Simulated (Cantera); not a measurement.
**Thermodynamics of abatement and gas-phase synthesis, feed NH₃ + SO₂ + N₂**

Input: 1 mol NH₃, 0.042 mol SO₂, 15 mol N₂, at 0.133 bar.

Method: chemical equilibrium by Gibbs-energy minimisation in Cantera with the NASA 1993 tables (ideal gas, pure condensed phases). Candidate condensed phases: H₂O, H₂SO₄, S; 35 gas species. Kinetics and transport are ignored.

From 1498 K to 3448 K nothing is condensed.

```json
[
 {"T (K)": "1498", "x N₂": "0.911", "x H": "1.34e-5", "x H₂": "0.0814", "x H₂O": "0.00494"},
 {"T (K)": "1648", "x N₂": "0.911", "x H": "6.98e-5", "x H₂": "0.0819", "x H₂O": "0.00493"},
 {"T (K)": "1798", "x N₂": "0.911", "x H": "0.000276", "x H₂": "0.0821", "x H₂O": "0.00491"},
 {"T (K)": "1948", "x N₂": "0.910", "x H": "0.000886", "x H₂": "0.0821", "x H₂O": "0.00486"},
 {"T (K)": "2098", "x N₂": "0.909", "x H": "0.00240", "x H₂": "0.0814", "x H₂O": "0.00477"},
 {"T (K)": "2248", "x N₂": "0.908", "x H": "0.00569", "x H₂": "0.0799", "x H₂O": "0.00463"},
 {"T (K)": "2398", "x N₂": "0.905", "x H": "0.0119", "x H₂": "0.0767", "x H₂O": "0.00442"},
 {"T (K)": "2548", "x N₂": "0.899", "x H": "0.0226", "x H₂": "0.0712", "x H₂O": "0.00409"},
 {"T (K)": "2698", "x N₂": "0.891", "x H": "0.0387", "x H₂": "0.0629", "x H₂O": "0.00351"},
 {"T (K)": "2848", "x N₂": "0.881", "x H": "0.0603", "x H₂": "0.0520", "x H₂O": "0.00257"},
 {"T (K)": "2998", "x N₂": "0.869", "x H": "0.0853", "x H₂": "0.0394", "x H₂O": "0.00147"},
 {"T (K)": "3148", "x N₂": "0.857", "x H": "0.110", "x H₂": "0.0270", "x H₂O": "0.000624"},
 {"T (K)": "3298", "x N₂": "0.847", "x H": "0.129", "x H₂": "0.0168", "x H₂O": "0.000212"},
 {"T (K)": "3448", "x N₂": "0.840", "x H": "0.142", "x H₂": "0.00986", "x H₂O": "6.41e-5"}
]
```
x: gas mole fraction; nothing condenses.
